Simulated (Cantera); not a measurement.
Charge: 1 mol Zr, 0.1 mol H2O, equilibrated at 0.00750 Torr.

Equilibrium computed with Cantera from the NASA thermochemical tables; the gas is ideal and each condensed phase is pure. Candidate condensed phases: H2O, Zr, ZrO2; 12 gas species. Mutual solubility and eutectic melting of coexisting phases are not modelled. Condensed phases not in the tables: N, O or C dissolved in the metal. Rates play no part.

x: gas mole fraction; n: condensed amount in mol.

```csv
T (°C),x H2,x Zr,x H,x ZrO,x ZrO2,x O,x H2O,n Zr(β),n ZrO2(tetragonal),n Zr(l)
1275,0.990,6.22e-9,0.00969,1.03e-7,3.82e-12,<1e-12,6.54e-9,0.950,0.0500,0
1375,0.972,1.07e-7,0.0278,1.90e-6,1.52e-10,<1e-12,2.53e-8,0.950,0.0500,0
1475,0.930,___,___,___,___,___,___,0.950,0.0500,0
1575,0.846,1.25e-5,0.154,0.000248,7.14e-8,4.04e-10,2.16e-7,0.950,0.0500,0
1675,0.699,9.34e-5,0.299,0.00193,9.56e-7,5.75e-9,4.70e-7,0.950,0.0499,0
1775,0.491,0.000573,0.496,0.0123,9.88e-6,6.33e-8,7.88e-7,0.949,0.0492,0
1875,0.260,0.00293,0.672,0.0650,8.17e-5,5.60e-7,9.24e-7,0,0.0445,0.944
1975,0.0724,0.0124,0.625,0.290,0.000558,4.17e-6,5.42e-7,0,0.0123,0.909
2075,___,___,0.604,___,___,___,___,0,0,0.886
2175,0.00773,0.155,0.553,0.284,8.39e-5,1.03e-5,1.54e-8,0,0,0.846
2275,0.00130,0.469,0.352,0.177,1.45e-5,9.65e-6,9.15e-10,0,0,0.635
2375,0.000128,0.750,0.166,0.0833,2.63e-6,1.16e-5,4.40e-11,0,0,0
2475,6.01e-5,0.750,0.167,0.0833,3.40e-6,4.29e-5,3.30e-11,0,0,0
2575,2.97e-5,0.750,0.167,0.0832,4.31e-6,0.000145,2.52e-11,0,0,0
```

What belongs in the gaps?


- 1475, x Zr: 1.32e-6
- 1475, x H: 0.0697
- 1475, x ZrO: 2.50e-5
- 1475, x ZrO2: 3.94e-9
- 1475, x O: 2.09e-11
- 1475, x H2O: 8.11e-8
- 2075, x H2: 0.0239
- 2075, x Zr: 0.0462
- 2075, x ZrO: 0.325
- 2075, x ZrO2: 0.000267
- 2075, x O: 7.55e-6
- 2075, x H2O: 1.02e-7
